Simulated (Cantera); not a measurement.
Adiabatic ignition

An adiabatic, constant-pressure homogeneous reactor starts with H₂ : O₂ : N₂ = 1 : 1.61 : 6.06 (molar parts), equivalence ratio 0.31, at 1723 K and 4.05 atm.

Detailed kinetics in Cantera: the H2/O2 subset of GRI-Mech 3.0, which has no nitrogen chemistry. The hydrogen kinetics of GRI-Mech 3.0 are dated; newer H2 mechanisms differ, most at raised pressure.

| t (s) | T (K) | x H₂ | x O₂ | x H₂O | x OH | x O | x H₂O₂ | x H |
|---|---|---|---|---|---|---|---|---|
| 5.00e-6 | 2152 | 0.00706 | 0.123 | 0.0971 | 0.0192 | 0.0210 | 8.96e-7 | 0.0106 |
| 2.19e-5 | 2425 | 0.00161 | 0.131 | 0.114 | 0.0120 | 0.00447 | 4.60e-7 | 0.000889 |
| 9.62e-5 | 2464 | 0.000793 | 0.133 | 0.117 | 0.00875 | 0.00219 | 5.60e-7 | 0.000300 |
| 0.000422 | 2464 | 0.000793 | 0.133 | 0.117 | 0.00874 | 0.00219 | 5.60e-7 | 0.000300 |
| 0.00185 | 2464 | 0.000793 | 0.133 | 0.117 | 0.00874 | 0.00219 | 5.60e-7 | 0.000300 |
| 0.00811 | 2464 | 0.000793 | 0.133 | 0.117 | 0.00874 | 0.00219 | 5.60e-7 | 0.000300 |
| 0.0356 | 2464 | 0.000793 | 0.133 | 0.117 | 0.00874 | 0.00219 | 5.60e-7 | 0.000300 |
| 0.156 | 2464 | 0.000793 | 0.133 | 0.117 | 0.00874 | 0.00219 | 5.60e-7 | 0.000300 |
| 0.684 | 2464 | 0.000793 | 0.133 | 0.117 | 0.00874 | 0.00219 | 5.60e-7 | 0.000300 |
| 3.00 | 2464 | 0.000793 | 0.133 | 0.117 | 0.00874 | 0.00219 | 5.60e-7 | 0.000300 |
x: mole fraction; the columns are a selection and need not sum to one.

The time of steepest temperature rise is 2.20 µs, the temperature at 3.00 s comes out as 2464 K and the equilibrium temperature is 2464 K. The x(H₂) at 3.00 s is 0.000793 (gas-phase equilibrium 0.000793), the x(O₂) at 3.00 s comes out as 0.133 (gas-phase equilibrium 0.133) and the x(H₂O) at 3.00 s comes out as 0.117 (gas-phase equilibrium 0.117).
